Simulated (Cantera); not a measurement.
Mixture: CH4 : O2 : N2 : CO2 = 1 : 2 : 11.4 : 1.9 (molar parts), at 500000 Pa, adiabatic and at constant pressure. Ignition delay is the time to a rise of 400 K.

Cantera simulation using GRI-Mech 3.0 (53 species, 325 reactions); the numbers are that mechanism's predictions, not measurements.

### Question
What does this change do: 0.64 parts H2O added?

### Answer
```tsv
quantity	before	after
delay at 1148 K	34.1 ms	34.2 ms
delay at 1248 K	9.74 ms	10.2 ms
delay at 1348 K	3.07 ms	3.30 ms
delay at 1448 K	1.04 ms	1.13 ms
delay at 1548 K	0.378 ms	0.407 ms
apparent activation energy between 1498 and 1598 K	190 kJ/mol	200 kJ/mol
```

### Question
What does this change do: pressure from 500000 Pa to 31000 Pa?

### Answer
```csv
quantity,before,after
delay at 1148 K,34.1 ms,0.479 s
delay at 1248 K,9.74 ms,0.106 s
delay at 1348 K,3.07 ms,27.2 ms
delay at 1448 K,1.04 ms,8.28 ms
delay at 1548 K,0.378 ms,3.05 ms
apparent activation energy between 1498 and 1598 K,190 kJ/mol,180 kJ/mol
```
